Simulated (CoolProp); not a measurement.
Vapour-liquid equilibrium of cyclohexane (1) + p-xylene (2) at 173.75 °C; x and y are mole fractions of (1).

Model: multi-fluid Helmholtz-energy mixture model, Zhou 2014 and Zhou 2012; pair parameters Bell 2016, in CoolProp.

| x | bubble pressure, mixture model (MPa) | bubble pressure, Raoult's law (MPa) | y, mixture model | y, Raoult's law |
|---|---|---|---|---|
| 0.05 | 0.2777 | 0.2710 | 0.168 | 0.160 |
| 0.125 | 0.3325 | 0.3180 | 0.346 | 0.340 |
| 0.2 | 0.3848 | 0.3650 | 0.471 | 0.475 |
| 0.275 | 0.4349 | 0.4119 | 0.565 | 0.578 |
| 0.35 | 0.4829 | 0.4589 | 0.639 | 0.660 |
| 0.425 | 0.5292 | 0.5059 | 0.700 | 0.728 |
| 0.5 | 0.5742 | 0.5529 | 0.752 | 0.783 |
| 0.575 | 0.6182 | 0.5998 | 0.797 | 0.830 |
| 0.65 | 0.6616 | 0.6468 | 0.838 | 0.870 |
| 0.725 | 0.7047 | 0.6938 | 0.875 | 0.905 |
| 0.8 | 0.7479 | 0.7407 | 0.911 | 0.935 |
| 0.875 | 0.7915 | 0.7877 | 0.945 | 0.962 |
| 0.95 | 0.8359 | 0.8347 | 0.978 | 0.986 |

The largest gap from Raoult's law is +5.6 % in bubble pressure, at x = 0.275. No azeotrope shows between x = 0.05 and 0.95.

The pair parameters rest on a limited set of measurements; away from them the model extrapolates.
